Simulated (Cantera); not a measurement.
An isothermal, constant-pressure homogeneous reactor starts with H2 : O2 : N2 = 0.32 : 1 : 8.3 (molar parts), equivalence ratio 0.16, at 1400 K and 120 Torr.

Model: GRI-Mech 3.0 (53 species, 325 reactions), integrated in Cantera.

One state of this run: x H2 = 1.29e-7; x O2 = 0.0888; x N2O = 1.35e-8; x OH = 2.29e-5; x H = 4.40e-9; x O = 7.10e-7. x: mole fraction; the columns are a selection and need not sum to one.

Question: Which value of t (s) does it belong to?
(A) 0.146
(B) 0.0249
(C) 5.00
(D) 0.00425

Answer: C, 5.00
